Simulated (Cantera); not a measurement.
**Thermodynamics of metals in furnace atmospheres, feed Al + CO₂ + N₂ + NH₃**

A closed system holds: 1 mol Al, 1.4 mol CO₂, 1.6 mol N₂, a varied amount of NH₃, at 700 K and 1 atm.

Equilibrium computed with Cantera from the NASA thermochemical tables; the gas is ideal and each condensed phase is pure. Candidate condensed phases: Al, AlN, Al₂O₃, C, C₆H₆, C₇H₈, C₈H₁₈, H₂O; 148 gas species. Equilibrium is a limit: real reactors are often held back by kinetics, nucleation or transport.

From 0.41 mol NH₃ to 2.1 mol NH₃ the condensed part is Al₂O₃(s) + C(graphite). From 3.2 mol NH₃ to 16 mol NH₃ the condensed part is Al₂O₃(s).

| n(NH₃) (mol) | log p N₂ | log p H₂ | log p CH₄ | log p H₂O | log p CO₂ | n Al₂O₃(s) | n C(graphite) |
|---|---|---|---|---|---|---|---|
| 0.41 | -0.19 | -1.32 | -1.70 | -0.88 | -0.79 | 0.500 | 0.870 |
| 0.62 | -0.21 | -1.18 | -1.43 | -0.80 | -0.89 | 0.500 | 0.873 |
| 0.94 | -0.23 | -1.06 | -1.18 | -0.75 | -1.04 | 0.500 | 0.827 |
| 1.4 | -0.26 | -0.96 | -0.98 | -0.73 | -1.21 | 0.500 | 0.694 |
| 2.1 | -0.29 | -0.87 | -0.82 | -0.76 | -1.43 | 0.500 | 0.410 |
| 3.2 | -0.32 | -0.77 | -0.72 | -0.79 | -1.81 | 0.500 | 0 |
| 4.8 | -0.38 | -0.49 | -0.84 | -0.88 | -3.21 | 0.500 | 0 |
| 7.2 | -0.44 | -0.33 | -1.01 | -1.04 | -4.35 | 0.500 | 0 |
| 11 | -0.49 | -0.25 | -1.19 | -1.23 | -5.24 | 0.500 | 0 |
| 16 | -0.52 | -0.20 | -1.35 | -1.39 | -5.90 | 0.500 | 0 |
log p: log10 of the partial pressure in bar; n: condensed amount in mol.
